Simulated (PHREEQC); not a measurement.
Dissolve 0.014 mol NiCl2 and 0.00074 mol FeSO4 per kg of water at 25 °C. Closed to the air; pH follows from the charge balance.

All values are PHREEQC results (ion-association model, wateq4f.dat), not measurements.

```tsv
quantity	before	after
pH	6.00	6.76
ionic strength (mol/kgw)	0.0428	0.000449
SO4-2 (mol/kgw)	0.000458	7.23e-6
FeSO4 (mol/kgw)	1.39e-5	7.83e-9
FeCl+ (mol/kgw)	1.34e-5	2.59e-9
SI of Melanterite (FeSO4:7H2O)	-4.90	-8.15
```

**Question.** What was changed between the two runs?
(A) NiCl2 from 0.014 to 0.07 mol/kgw
(B) FeSO4 from 0.00074 to 0.000814 mol/kgw
(C) 0.0012 mol/kgw KHCO3 added
(D) diluted 100-fold with water
(E) NiCl2 replaced by FeCl3 at the same molality

**Answer.** D, diluted 100-fold with water

No solid was allowed to form.
